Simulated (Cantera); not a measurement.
An isothermal, constant-pressure homogeneous reactor starts with H2 : O2 : N2 = 1.4 : 1 : 1 (molar parts), at 900 K and 0.987 atm.

Detailed kinetics in Cantera: the H2/O2 subset of GRI-Mech 3.0, which has no nitrogen chemistry. Below about 950 K walls govern HO2 and H2O2 in real vessels. The temperature is held fixed by assumption; the heat of reaction is taken as removed at once.

x: mole fraction; the columns are a selection and need not sum to one.

| t (s) | x H2 | x O2 | x HO2 | x H2O2 | x O |
|---|---|---|---|---|---|
| 1.00e-6 | 0.412 | 0.294 | 4.83e-12 | <1e-12 | <1e-12 |
| 6.00e-6 | 0.412 | 0.294 | 4.12e-11 | <1e-12 | 1.41e-12 |
| 3.59e-5 | 0.412 | 0.294 | 3.81e-10 | <1e-12 | 3.13e-12 |
| 0.000215 | 0.412 | 0.294 | 2.60e-9 | 2.24e-11 | 3.31e-12 |
| 0.00129 | 0.412 | 0.294 | 1.65e-8 | 8.55e-10 | 4.18e-12 |
| 0.00775 | 0.412 | 0.294 | 1.32e-7 | 3.67e-8 | 1.19e-11 |
| 0.0464 | 0.412 | 0.294 | 4.54e-6 | 6.55e-6 | 4.06e-10 |
| 0.278 | 0.406 | 0.291 | [?] | [?] | [?] |
| 1.67 | 0.262 | 0.226 | 5.96e-5 | 0.00199 | 1.90e-8 |
| 10.0 | 0.00523 | 0.113 | 8.56e-6 | 3.17e-5 | 4.32e-9 |
| 60.0 | 9.39e-5 | 0.111 | 3.51e-7 | 5.69e-8 | 2.01e-11 |

Problem. Complete the blanks.

Solution. 
- 0.278, x HO2: 4.90e-5
- 0.278, x H2O2: 0.00126
- 0.278, x O: 2.44e-8
